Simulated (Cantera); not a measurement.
A closed system holds: 1 mol Fe3O4, 88 mol H2, 0.7 mol H2O, held at 0.0210 bar.

Equilibrium computed with Cantera from the NASA thermochemical tables; the gas is ideal and each condensed phase is pure. Candidate condensed phases: Fe, FeO, Fe(OH)2, Fe(OH)3, Fe2O3, Fe3O4, H2O; 12 gas species. Equilibrium is a limit: real reactors are often held back by kinetics, nucleation or transport.

Task: At 1725 °C, list the 4 most abundant gas species with their mole fractions, and the condensed phases.

Result: H2 0.921, H2O 0.0517, Fe 0.0170, H 0.0106. Condensed: Fe(l).
